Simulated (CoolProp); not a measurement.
Vapour-liquid equilibrium of cyclopentane (1) + octamethylcyclotetrasiloxane (D4) (2) at 0.336 MPa; x and y are mole fractions of (1).

Values from CoolProp's multi-fluid Helmholtz-energy mixture model, Gedanitz 2015 and Thol 2015; pair parameters Bell 2016.

| x | bubble temperature (°C) | y at the bubble point | dew temperature at overall composition x (°C) | liquid density (mol/L) |
|---|---|---|---|---|
| 0.05 | 218.4 | 0.212 | 227.4 | 2.455 |
| 0.2 | 183.7 | 0.670 | 219.1 | 2.993 |
| 0.35 | ___ | ___ | 209.9 | 3.625 |
| 0.5 | ___ | 0.951 | 199.1 | 4.388 |
| 0.65 | 115.5 | 0.982 | 185.7 | 5.364 |
| 0.8 | ___ | 0.994 | 167.3 | ___ |
| 0.95 | 93.5 | 0.999 | 132.5 | 8.665 |

Problem. Complete the blanks.

Solution. 
- 0.35, bubble temperature (°C): 154.3
- 0.35, y at the bubble point: 0.873
- 0.5, bubble temperature (°C): 132.0
- 0.8, bubble temperature (°C): 102.9
- 0.8, liquid density (mol/L): 6.697

No azeotrope shows between x = 0.05 and 0.95.

Pair parameters are fitted to limited data, so mixtures are less certain than the pure fluids. With so large a gap from Raoult's law the liquid may split in two, which this calculation doesn't test in full.
